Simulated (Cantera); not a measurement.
Input (Python, Cantera):

```python
import numpy as np
import cantera as ct

surf = ct.Interface("ptcombust.yaml", "Pt_surf")
gas = surf.adjacent["gas"]
gas.TPX = 300, 4000, {'H2': 0.03, 'O2': 0.083, 'N2': 0.79}
jet = ct.ImpingingJet(gas=gas, width=0.027, surface=surf)
jet.inlet.mdot, jet.inlet.T, jet.inlet.X = 0.19, 300, {'H2': 0.03, 'O2': 0.083, 'N2': 0.79}
jet.set_refine_criteria(ratio=10, slope=0.2, curve=0.3)
show, cover = ['H2', 'O2', 'H2O', 'OH'], ["PT(S)", "H(S)", "O(S)", "OH(S)", "CO(S)", "C(S)"]

rows = []
print(f"{'Ts/K':>7s}" + "".join(f"{s:>11s}" for s in show + cover) + "   (gas at the wall, coverages)")
for i, Ts in enumerate([500, 550, 600, 650, 700]):
    jet.surface.T = Ts
    if i == 0:
        surf.TP = Ts, 4000
        surf.coverages = "PT(S):0.5, O(S):0.5"
        surf.advance_coverages(1.0)
        jet.set_initial_guess(products="inlet")
    jet.solve(loglevel=0, auto=(i == 0))
    rows.append([*(jet.X[gas.species_index(s), -1] for s in show), *surf[cover].coverages])
    print(f"{Ts:7g}" + "".join(f"{x:11.3e}" for x in rows[-1]))
```

Output:

```
   Ts/K         H2         O2        H2O         OH      PT(S)       H(S)       O(S)      OH(S)      CO(S)       C(S)   (gas at the wall, coverages)
    500  5.853e-03  6.236e-02  5.404e-02  1.490e-15  1.376e-01  3.445e-09  8.417e-01  2.064e-02  1.047e-18  2.135e-28
    550  5.831e-03  6.246e-02  5.361e-02  5.696e-14  1.453e-01  3.706e-09  8.429e-01  1.178e-02  6.027e-15 -2.627e-27
    600  5.816e-03  6.254e-02  5.323e-02  1.175e-12  1.526e-01  5.105e-09  8.401e-01  7.317e-03 -7.624e-19  1.817e-24
    650  5.804e-03  6.263e-02  5.287e-02  1.510e-11  1.596e-01  8.067e-09  8.355e-01  4.857e-03  9.065e-17  3.272e-24
    700  5.774e-03  6.269e-02  5.259e-02  1.341e-10  1.671e-01  1.330e-08  8.295e-01  3.419e-03  3.018e-15  6.802e-25
```

Detailed kinetics in Cantera: Deutschmann's 1995 Pt surface mechanism with GRI-Mech 3.0 gas chemistry. Catalytic surfaces can have several steady states; this one follows from the mechanism file's or the stated starting coverage.
